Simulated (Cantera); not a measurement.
Input: 1 mol Al₂O₃, 8.2 mol HCl, at 0.100 bar.

These are equilibrium values from Cantera (NASA tables, ideal gas, pure condensed phases), not measurements of a reactor. Candidate condensed phases: Al, AlCl₃, Al₂O₃, H₂O; 29 gas species. Equilibrium is a limit: real reactors are often held back by kinetics, nucleation or transport.

x: gas mole fraction; n: condensed amount in mol.

```tsv
T (K)	x HCl	x H₂O	x AlCl₃	x Cl	x H₂	n Al₂O₃(s)
1198	0.998	0.00116	0.000776	6.91e-5	5.68e-5	0.997
1248	0.997	[?]	[?]	[?]	[?]	0.996
1298	0.996	0.00188	0.00126	0.000231	0.000152	0.995
1348	0.995	[?]	[?]	[?]	[?]	0.994
1398	0.994	0.00284	0.00189	0.000637	0.000370	0.992
1448	0.993	0.00340	0.00227	0.000998	0.000559	0.991
1498	0.991	0.00402	0.00268	0.00151	0.000824	0.989
1548	0.989	0.00469	0.00313	0.00223	0.00119	0.987
1598	0.986	0.00542	0.00361	0.00320	0.00168	0.985
```

Task: What belongs in the gaps?

Result: 
- 1348, x H₂O: 0.00233
- 1348, x AlCl₃: 0.00155
- 1348, x Cl: 0.000392
- 1348, x H₂: 0.000240
- 1248, x H₂O: 0.00150
- 1248, x AlCl₃: 0.000997
- 1248, x Cl: 0.000130
- 1248, x H₂: 9.39e-5
